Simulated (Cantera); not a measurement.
Charge: 1 mol TEOS, 0.12 mol NO, 0.91 mol H₂, held at 18000 Pa.

Equilibrium computed with Cantera from the NASA thermochemical tables; the gas is ideal and each condensed phase is pure. Candidate condensed phases: C, C₆H₆, C₇H₈, C₈H₁₈, H₂O, Si, SiC, SiO₂, Si₂N₂O, Si₃N₄; 151 gas species. The feed counts by its element totals alone. Rates play no part.

### Question
At 627 °C, list the 6 most abundant gas species with their mole fractions, and the condensed phases.

### Answer
H₂ 0.796, CO 0.112, H₂O 0.0389, CH₄ 0.0356, CO₂ 0.0126, N₂ 0.00498. Condensed: C(graphite) + SiO₂(β-quartz).
